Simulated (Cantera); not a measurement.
Mixture: 19.9 % H2, 16.8 % O2, 63.3 % N2, equivalence ratio 0.59, at 1000000 Pa, adiabatic and at constant volume. Ignition delay is the time to a rise of 400 K.

Model: GRI-Mech 3.0 (53 species, 325 reactions), integrated in Cantera. The hydrogen kinetics of GRI-Mech 3.0 are dated; newer H2 mechanisms differ, most at raised pressure. Where the delays flatten at high temperature, the 400 K rule measures the pace of heat release, not the induction time.

**Question.** Predict: delay at 1425 K; delay at 1500 K; delay at 1575 K; delay at 1650 K; delay at 1725 K.

**Answer.** 
```
Quantity            Value
---------------  --------
delay at 1425 K   2.06 µs
delay at 1500 K   1.49 µs
delay at 1575 K   1.15 µs
delay at 1650 K  0.937 µs
delay at 1725 K  0.789 µs
```
